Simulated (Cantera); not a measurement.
Charge: 1 mol Cu₂O, 14 mol CO, held at 0.340 bar.

Equilibrium computed with Cantera from the NASA thermochemical tables; the gas is ideal and each condensed phase is pure. Candidate condensed phases: C, Cu, CuO, Cu₂O; 15 gas species. The numbers say what is thermodynamically allowed, not how fast it happens.

### Question
Which condensed phases are stable at each of these points (T (K)): 873, 1023, 1173, 1323, 1473, 1623, 1773, 1923, 2073, 2223, 2373, 2523, 2673?

### Answer
| T (K) | condensed phases | Cu condensed (%) |
|---|---|---|
| 873 | C(graphite) + Cu(s) | 100.0 |
| 1023 | C(graphite) + Cu(s) | 100.0 |
| 1173 | Cu(s) | 100.0 |
| 1323 | Cu(s) | 100.0 |
| 1473 | Cu(l) | 100.0 |
| 1623 | Cu(l) | 99.9 |
| 1773 | Cu(l) | 99.2 |
| 1923 | Cu(l) | 95.7 |
| 2073 | Cu(l) | 82.3 |
| 2223 | Cu(l) | 37.1 |
| 2373 | gas only | 0.0 |
| 2523 | gas only | 0.0 |
| 2673 | gas only | 0.0 |

From 873 K to 1023 K the condensed part is C(graphite) + Cu(s). From 1173 K to 1323 K the condensed part is Cu(s). From 1473 K to 2223 K the condensed part is Cu(l). From 2373 K to 2673 K nothing is condensed.
